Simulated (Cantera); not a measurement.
A perfectly stirred reactor is fed with CH₃OH : O₂ : N₂ = 1 : 3.26 : 12.3 (molar parts), at 3.40 bar; it is adiabatic with a 550 K inlet, and is followed from long to short residence time, starting on the burning branch (τ in s: 0.029, 0.016, 0.0087, 0.0047, 0.0026, 0.0014, 0.00076, 0.00041, 0.00022, 0.00012, 6.6e-05, 3.6e-05).

Model: GRI-Mech 3.0 (53 species, 325 reactions), integrated in Cantera. GRI-Mech 3.0 was tuned for natural gas; its chemistry of methanol as a main component is partial and can be far from experiment.

Task: Predict: blow-out, bracketed by the residence times tried; x(CH₃OH) at τ = 29.0 ms; x(O₂) at τ = 29.0 ms; x(HO₂) at τ = 29.0 ms; x(CH₂O) at τ = 29.0 ms; x(CH₃OH) at τ = 0.760 ms; x(O₂) at τ = 0.760 ms.

Result: 
```
Item                                                                            Value
------------------------------------------------  -----------------------------------
blow-out, bracketed by the residence times tried  burning at 1.40 ms, out at 0.760 ms
x(CH₃OH) at τ = 29.0 ms                                                       9.41e-6
x(O₂) at τ = 29.0 ms                                                            0.103
x(HO₂) at τ = 29.0 ms                                                         5.63e-6
x(CH₂O) at τ = 29.0 ms                                                        6.37e-6
x(CH₃OH) at τ = 0.760 ms                                                       0.0604
x(O₂) at τ = 0.760 ms                                                           0.197
```
